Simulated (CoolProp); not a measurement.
Saturation properties of carbonyl sulfide.

Values from CoolProp's reference Helmholtz-energy equation of state, Lemmon 2006. It is a short technical equation, of lower accuracy than the large ones.

```json
[
 {"T (K)": "277.3", "p (MPa)": "0.7343", "liquid density (kg/m³)": "1048", "vapour density (kg/m³)": "21.55", "enthalpy of vaporisation (kJ/kg)": "266.4", "surface tension (mN/m)": "11.4"},
 {"T (K)": "285.1", "p (MPa)": "0.9133", "liquid density (kg/m³)": "1027", "vapour density (kg/m³)": "26.62", "enthalpy of vaporisation (kJ/kg)": "258.9", "surface tension (mN/m)": "10.1"},
 {"T (K)": "292.9", "p (MPa)": "1.122", "liquid density (kg/m³)": "1005", "vapour density (kg/m³)": "32.60", "enthalpy of vaporisation (kJ/kg)": "250.8", "surface tension (mN/m)": "8.98"},
 {"T (K)": "300.7", "p (MPa)": "…", "liquid density (kg/m³)": "982.8", "vapour density (kg/m³)": "39.62", "enthalpy of vaporisation (kJ/kg)": "…", "surface tension (mN/m)": "7.85"},
 {"T (K)": "308.5", "p (MPa)": "1.642", "liquid density (kg/m³)": "959.0", "vapour density (kg/m³)": "47.87", "enthalpy of vaporisation (kJ/kg)": "232.9", "surface tension (mN/m)": "6.77"},
 {"T (K)": "316.3", "p (MPa)": "1.959", "liquid density (kg/m³)": "933.8", "vapour density (kg/m³)": "57.56", "enthalpy of vaporisation (kJ/kg)": "222.7", "surface tension (mN/m)": "5.74"},
 {"T (K)": "324.1", "p (MPa)": "2.317", "liquid density (kg/m³)": "906.8", "vapour density (kg/m³)": "69.01", "enthalpy of vaporisation (kJ/kg)": "211.6", "surface tension (mN/m)": "4.76"},
 {"T (K)": "331.8", "p (MPa)": "2.715", "liquid density (kg/m³)": "878.1", "vapour density (kg/m³)": "82.44", "enthalpy of vaporisation (kJ/kg)": "199.5", "surface tension (mN/m)": "…"},
 {"T (K)": "339.6", "p (MPa)": "3.167", "liquid density (kg/m³)": "846.4", "vapour density (kg/m³)": "98.80", "enthalpy of vaporisation (kJ/kg)": "185.9", "surface tension (mN/m)": "2.98"},
 {"T (K)": "347.4", "p (MPa)": "3.672", "liquid density (kg/m³)": "811.0", "vapour density (kg/m³)": "118.9", "enthalpy of vaporisation (kJ/kg)": "170.3", "surface tension (mN/m)": "2.18"},
 {"T (K)": "355.2", "p (MPa)": "4.234", "liquid density (kg/m³)": "770.6", "vapour density (kg/m³)": "144.3", "enthalpy of vaporisation (kJ/kg)": "152.1", "surface tension (mN/m)": "1.46"},
 {"T (K)": "363", "p (MPa)": "4.860", "liquid density (kg/m³)": "722.1", "vapour density (kg/m³)": "178.3", "enthalpy of vaporisation (kJ/kg)": "129.7", "surface tension (mN/m)": "0.827"}
]
```

Question: Some entries are withheld; supply them.

Answer: 
- 300.7, p (MPa): 1.364
- 300.7, enthalpy of vaporisation (kJ/kg): 242.2
- 331.8, surface tension (mN/m): 3.84

It boils at 223.0 K under 1 atm.

Surface tension comes from a separate correlation (Mulero 2012).
